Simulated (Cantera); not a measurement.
A closed system holds: 1 mol SiO₂, 0.24 mol Al₂O₃, 0.17 mol H₂O, held at 1.33 mbar.

Cantera equilibrium calculation (NASA polynomials, part measured and part estimated; ideal gas, pure solids and liquids). Candidate condensed phases: Al, Al₂O₃, Al₂SiO₅, Al₆Si₂O₁₃, H₂O, Si, SiO₂; 28 gas species. Mutual solubility and eutectic melting of coexisting phases are not modelled. The tables hold silica as quartz up to 1696 K and as liquid above; real silica turns to tridymite and cristobalite and melts near 1996 K. Condensed phases not in the tables: alloys, solid solutions and most ternary compounds. Kinetics and transport are ignored.

Over these rows the condensed part is Al₆Si₂O₁₃(mullite) + SiO₂(condensed). Partial pressures as log10 of bar:

```csv
T (K),1000/T (1/K),log p SiO,log p H₂O,log p H₂
1723,0.5804,-8.33,-2.88,-4.87
1773,0.5640,-7.73,-2.89,-4.72
1823,0.5485,?,-2.89,-4.59
1873,0.5339,-6.64,-2.90,-4.47
1923,0.5200,-6.13,-2.90,-4.35
1973,0.5068,-5.66,-2.92,-4.25
```

Question: Fit log p(SiO) = a + b·(1000/T) to the five rows, give the apparent enthalpy, and predict the row at 1823 K.

Answer: Means: 1000/T = 0.5410, log p = -6.898. Sxy = -0.135856, Sxx = 0.0037424, so b = -36.30 and a = -6.898 − (-36.30)×0.5410 = 12.74.
Apparent enthalpy: −19.145 × (-36.30) = 695 kJ/mol. With the condensed phases at unit activity, SiO₂(condensed) + H₂(g) = SiO(g) + H₂O(g) links this pressure to the main gases: over the six rows their terms move log p by +0.66 in all, so the slope isn't that reaction's ΔH° alone. The five rows lie within 0.01 of the line.
Prediction at 1823 K: 12.74 + (-36.30)×0.5485 = -7.17. The computed value is -7.17, 0.00 from the line.
